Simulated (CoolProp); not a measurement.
Aqueous propylene glycol as a coolant, at 40 °C, 1 atm.

Computed with CoolProp (Melinder's fits for secondary coolants).

```tsv
mass %	freezing point (°C)	density (kg/m³)	conductivity (W/(m K))	Prandtl number	viscosity (mPa s)
4.4	-1.0	995.6	0.603	5.17	0.751
9.4	-2.6	999.0	0.572	6.23	0.869
14.5	-4.7	?	0.543	7.50	1.00
19.6	-7.0	1006	0.514	9.04	1.16
24.7	-9.6	1010	0.487	10.9	?
29.8	-12.7	1013	0.462	13.3	1.56
34.8	-16.2	1017	0.437	16.0	1.82
39.9	-20.5	1020	0.414	19.5	?
45	-25.8	1023	0.391	23.6	2.50
50.1	?	1025	0.369	28.5	2.92
55.1	-40.3	1027	0.348	?	?
```

What belongs in the gaps?


- 14.5, density (kg/m³): 1003
- 24.7, viscosity (mPa s): 1.34
- 39.9, viscosity (mPa s): 2.13
- 50.1, freezing point (°C): -32.3
- 55.1, Prandtl number: 34.6
- 55.1, viscosity (mPa s): 3.43
